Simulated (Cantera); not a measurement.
A perfectly stirred reactor is fed with 58.4 % CH₄, 37.4 % H₂O, 2.98 % H₂, 1.28 % N₂, at 0.306 atm; it is held at 1448 K, and followed from long to short residence time.

Cantera simulation using GRI-Mech 3.0 (53 species, 325 reactions); the numbers are that mechanism's predictions, not measurements. GRI-Mech 3.0 stops at C3 and has no aromatics, soot or wall deposition, so with more carbon than oxygen in the feed, carbon stays in small species such as C2H2 where larger ones or solid carbon would form.

Predict: x(CH₄) at τ = 0.370 s; x(H₂O) at τ = 0.370 s; x(H₂) at τ = 0.370 s; x(CO) at τ = 0.370 s; x(C₂H₂) at τ = 0.370 s; x(CH₄) at τ = 33.0 ms; x(H₂O) at τ = 33.0 ms; x(H₂) at τ = 33.0 ms; x(CO) at τ = 33.0 ms; x(C₂H₂) at τ = 33.0 ms.


| Property | Result |
|---|---|
| x(CH₄) at τ = 0.370 s | 0.499 |
| x(H₂O) at τ = 0.370 s | 0.354 |
| x(H₂) at τ = 0.370 s | 0.106 |
| x(CO) at τ = 0.370 s | 0.000345 |
| x(C₂H₂) at τ = 0.370 s | 0.0227 |
| x(CH₄) at τ = 33.0 ms | 0.576 |
| x(H₂O) at τ = 33.0 ms | 0.372 |
| x(H₂) at τ = 33.0 ms | 0.0358 |
| x(CO) at τ = 33.0 ms | 8.71e-6 |
| x(C₂H₂) at τ = 33.0 ms | 0.000723 |
